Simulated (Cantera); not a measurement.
A closed system holds: 1 mol BaF2, a varied amount of O2, 3.7 mol H2, at 1102 °C and 1.30e-6 bar.

Method: chemical equilibrium by Gibbs-energy minimisation in Cantera with the NASA 1993 tables (ideal gas, pure condensed phases). Candidate condensed phases: Ba, BaF2, BaO, Ba(OH)2, H2O; 27 gas species. Equilibrium is a limit: real reactors are often held back by kinetics, nucleation or transport.

### Question
What share of the Ba ends up in condensed phases as a function of n(O2) (mol), at 0.52, 0.87, 1.2, 1.6, 1.9, 2.3, 2.6, 3?

### Answer
```tsv
n(O2) (mol)	Ba condensed (%)	as
0.52	9.3	BaO(s)
0.87	13.5	BaO(s)
1.2	16.6	BaO(s)
1.6	19.6	BaO(s)
1.9	21.5	BaO(s)
2.3	21.6	BaO(s)
2.6	21.6	BaO(s)
3	21.6	BaO(s)
```
